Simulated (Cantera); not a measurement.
Charge: 1 mol HgO, 1.1 mol O₂, 0.31 mol N₂, at 100 Torr.

Method: chemical equilibrium by Gibbs-energy minimisation in Cantera with the NASA 1993 tables (ideal gas, pure condensed phases). Candidate condensed phases: Hg, HgO; 10 gas species. Equilibrium is a limit: real reactors are often held back by kinetics, nucleation or transport.

Problem. At 550 °C, list the 3 most abundant gas species with their mole fractions, and the condensed phases.

Solution. O₂ 0.550, Hg 0.344, N₂ 0.107. Condensed: gas only.
